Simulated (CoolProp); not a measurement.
Oxygen at 505.77 K and 0.386 MPa flows at 0.47 m/s in a round tube of 100 mm bore and 45 µm roughness, fully developed (64/Re and Nu = 3.66 if laminar; Colebrook and Gnielinski if turbulent). Each further row changes one setting.

Computed with CoolProp (reference Helmholtz-energy equation of state, Schmidt 1985).

```
case               Reynolds number  Darcy friction factor  pressure drop (Pa/m)  heat-transfer coefficient (W/(m² K))  mass flow (kg/h)
-----------------  ---------------  ---------------------  --------------------  ------------------------------------  ----------------
as stated                     4480                      ?                 0.127                                  6.17                 ?
velocity 0.94 m/s             8960                 0.0325                     ?                                     ?              78.0
diameter 200 mm               8960                      ?                     ?                                     ?               156
```

Task: What belongs in the gaps?

Result: 
- as stated, Darcy friction factor: 0.0391
- as stated, mass flow (kg/h): 39.0
- velocity 0.94 m/s, pressure drop (Pa/m): 0.421
- velocity 0.94 m/s, heat-transfer coefficient (W/(m² K)): 11.5
- diameter 200 mm, Darcy friction factor: 0.0321
- diameter 200 mm, pressure drop (Pa/m): 0.0521
- diameter 200 mm, heat-transfer coefficient (W/(m² K)): 5.69

Above 300 K oxygen's equation is extrapolated.

Viscosity comes from a separate model (Lemmon 2004). Thermal conductivity comes from a separate model (Lemmon 2004).
